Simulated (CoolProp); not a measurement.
Vapour-liquid equilibrium of acetone (1) + benzene (2) at 413.5 K; x and y are mole fractions of (1).

Model: multi-fluid Helmholtz-energy mixture model, Lemmon 2006 and Thol 2012; pair parameters Bell 2016, in CoolProp.

```tsv
x	bubble pressure (MPa)	y at the bubble point	dew pressure at overall composition x (MPa)	liquid density (mol/L)
0.05	0.5102	0.105	0.4918	9.549
0.15	0.5719	0.270	0.5259	9.659
0.25	0.6270	0.397	0.5639	9.775
0.35	0.6770	0.502	0.6059	9.898
0.45	0.7232	0.592	0.6518	10.03
0.55	0.7666	0.674	0.7013	10.17
0.65	0.8079	0.751	0.7536	10.32
0.75	0.8474	0.824	0.8075	10.48
0.85	0.8856	0.895	0.8617	10.65
0.95	0.9227	0.965	0.9150	10.84
```

No azeotrope shows between x = 0.05 and 0.95.

Pair parameters are fitted to limited data, so mixtures are less certain than the pure fluids.
